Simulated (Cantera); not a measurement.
Input (Python, Cantera):

```python
import numpy as np
import cantera as ct

gas = ct.Solution("gri30.yaml")
gas.TPX = 673, 1100000, {'CH4': 1, 'C2H6': 0.71, 'O2': 3.7, 'N2': 17.8, 'H2O': 0.71}
inlet = ct.Reservoir(gas, clone=True)
gas.equilibrate("HP")  # start burning
reactor = ct.IdealGasConstPressureReactor(gas, energy="on", clone=False)
exhaust = ct.Reservoir(gas, clone=True)
tau = [0.079, 0.023, 0.007, 0.0021, 0.00062, 0.00018, 5.5e-05, 1.6e-05, 4.9e-06][0]
for a, b in ((inlet, reactor), (reactor, exhaust)):
    ct.MassFlowController(a, b, mdot=lambda t: reactor.mass / tau)
net = ct.ReactorNet([reactor])
show = ['CH4', 'C2H6', 'O2', 'CO2', 'H', 'N2O']

rows = []
print(f"{'tau/s':>10s}{'T/K':>9s}" + "".join(f"{s:>11s}" for s in show))
for tau in [0.079, 0.023, 0.007, 0.0021, 0.00062, 0.00018, 5.5e-05, 1.6e-05, 4.9e-06]:
    net.initial_time = 0.0
    net.advance(30 * tau)
    before = gas.X
    net.advance(40 * tau)
    drift = np.max(np.abs(gas.X - before) / (gas.X + 1e-9))
    rows.append([gas.T, *gas[show].X, drift])
    print(f"{tau:10.3e}{gas.T:9.1f}" + "".join(f"{x:11.3e}" for x in gas[show].X))
```

It prints:

```
     tau/s      T/K        CH4       C2H6         O2        CO2          H        N2O
 7.900e-02   2150.4  3.397e-05  8.872e-08  4.247e-05  5.692e-02  2.572e-04  1.302e-08
 2.300e-02   2148.7  7.298e-05  2.905e-07  1.108e-04  5.687e-02  3.195e-04  2.062e-08
 7.000e-03   2145.4  1.320e-04  8.866e-07  2.716e-04  5.673e-02  4.198e-04  3.630e-08
 2.100e-03   2138.6  2.111e-04  2.631e-06  6.420e-04  5.633e-02  5.890e-04  6.762e-08
 6.200e-04   2124.6  3.317e-04  7.701e-06  1.503e-03  5.532e-02  8.472e-04  1.193e-07
 1.800e-04   2092.9  6.347e-04  2.480e-05  3.818e-03  5.256e-02  1.109e-03  1.698e-07
 5.500e-05   1961.2  2.516e-03  1.658e-04  1.518e-02  4.047e-02  7.950e-04  1.548e-07
 1.600e-05    673.0  4.181e-02  2.968e-02  1.547e-01  7.861e-16  2.534e-25  3.789e-21
 4.900e-06    673.0  4.181e-02  2.968e-02  1.547e-01  3.541e-19  1.050e-25  1.707e-24
```

Computed with Cantera and GRI-Mech 3.0 (53 species, 325 reactions).
